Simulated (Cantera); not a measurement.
## Adiabatic ignition

An adiabatic, constant-volume homogeneous reactor starts with 5.24 % CH₄, 13.0 % O₂, 81.8 % N₂, at 1225 K and 100000 Pa.

Cantera simulation using GRI-Mech 3.0 (53 species, 325 reactions); the numbers are that mechanism's predictions, not measurements.

```json
[
 {"t (s)": "6.00e-6", "T (K)": "1225", "P (bar)": "1.00", "x CH₄": "0.0524", "x O₂": "0.130", "x C₂H": "<1e-12", "x OH": "9.28e-12", "x H": "1.95e-11"},
 {"t (s)": "1.20e-5", "T (K)": "1225", "P (bar)": "1.00", "x CH₄": "0.0524", "x O₂": "0.130", "x C₂H": "<1e-12", "x OH": "1.27e-11", "x H": "2.08e-11"},
 {"t (s)": "2.41e-5", "T (K)": "1225", "P (bar)": "1.00", "x CH₄": "0.0524", "x O₂": "0.130", "x C₂H": "<1e-12", "x OH": "1.85e-11", "x H": "2.28e-11"},
 {"t (s)": "4.82e-5", "T (K)": "1225", "P (bar)": "1.00", "x CH₄": "0.0524", "x O₂": "0.130", "x C₂H": "<1e-12", "x OH": "3.13e-11", "x H": "2.69e-11"},
 {"t (s)": "9.65e-5", "T (K)": "1225", "P (bar)": "1.00", "x CH₄": "0.0524", "x O₂": "0.130", "x C₂H": "<1e-12", "x OH": "6.10e-11", "x H": "3.58e-11"},
 {"t (s)": "0.000193", "T (K)": "1225", "P (bar)": "1.000", "x CH₄": "0.0524", "x O₂": "0.130", "x C₂H": "<1e-12", "x OH": "1.34e-10", "x H": "5.59e-11"},
 {"t (s)": "0.000387", "T (K)": "1225", "P (bar)": "1.000", "x CH₄": "0.0524", "x O₂": "0.130", "x C₂H": "<1e-12", "x OH": "3.19e-10", "x H": "1.08e-10"},
 {"t (s)": "0.000775", "T (K)": "1225", "P (bar)": "1.000", "x CH₄": "0.0524", "x O₂": "0.130", "x C₂H": "<1e-12", "x OH": "8.19e-10", "x H": "2.66e-10"},
 {"t (s)": "0.00155", "T (K)": "1225", "P (bar)": "1.00", "x CH₄": "0.0524", "x O₂": "0.130", "x C₂H": "<1e-12", "x OH": "2.28e-9", "x H": "8.14e-10"},
 {"t (s)": "0.00311", "T (K)": "1225", "P (bar)": "1.00", "x CH₄": "0.0524", "x O₂": "0.130", "x C₂H": "<1e-12", "x OH": "5.52e-9", "x H": "2.13e-9"},
 {"t (s)": "0.00622", "T (K)": "1225", "P (bar)": "1.00", "x CH₄": "0.0524", "x O₂": "0.129", "x C₂H": "<1e-12", "x OH": "8.94e-9", "x H": "3.86e-9"},
 {"t (s)": "0.0125", "T (K)": "1226", "P (bar)": "1.00", "x CH₄": "0.0523", "x O₂": "0.129", "x C₂H": "<1e-12", "x OH": "1.50e-8", "x H": "7.93e-9"},
 {"t (s)": "0.0249", "T (K)": "1230", "P (bar)": "1.00", "x CH₄": "0.0517", "x O₂": "0.129", "x C₂H": "<1e-12", "x OH": "4.15e-8", "x H": "2.82e-8"},
 {"t (s)": "0.0499", "T (K)": "2482", "P (bar)": "2.04", "x CH₄": "<1e-12", "x O₂": "0.0255", "x C₂H": "<1e-12", "x OH": "0.00669", "x H": "0.000795"},
 {"t (s)": "0.100", "T (K)": "2472", "P (bar)": "2.03", "x CH₄": "<1e-12", "x O₂": "0.0232", "x C₂H": "<1e-12", "x OH": "0.00634", "x H": "0.000760"}
]
```
x: mole fraction; the columns are a selection and need not sum to one.

```yaml
time_of_steepest_temperature_rise: 45.8 ms
temperature at 0.100 s: 2472 K
equilibrium_temperature: 2472 K
x(CH₄) at 0.100 s: <1e-12 (gas-phase equilibrium <1e-12)
x(O₂) at 0.100 s: 0.0232 (gas-phase equilibrium 0.0232)
x(C₂H) at 0.100 s: <1e-12 (gas-phase equilibrium <1e-12)
```
